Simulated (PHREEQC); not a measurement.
Synthetic water in mg/L, 25 °C, pH 6.8, pe -2:

| constituent | mg/L |
|---|---|
| Na | 117 |
| K | 78.5 |
| Ca | 115 |
| Mg | 170 |
| Cl | 369 |
| S(6) as SO4 | 481 |
| Alkalinity as HCO3 | 439 |
| Li | 0.0623 |

Valence states are taken as typed.

All values are PHREEQC results (ion-association model, phreeqc.dat), not measurements.

Precipitation was switched off in this run.

Q: Order these Mg species by the share of Mg that they hold, largest first: MgHCO3+, MgSO4, Mg+2.

A: Mg+2 (80 %), MgSO4 (17 %), MgHCO3+ (3.4 %)

Q: Order these C species by the share of C that they hold, largest first: MgHCO3+, NaHCO3, CO2, HCO3-, CaHCO3+.

A: HCO3- (74 %), CO2 (22 %), MgHCO3+ (2.6 %), CaHCO3+ (1.2 %), NaHCO3 (0.15 %)

The pH is 6.80 and the ionic strength 0.0351 mol/kgw. Complexes and solids missing from the database can't appear.
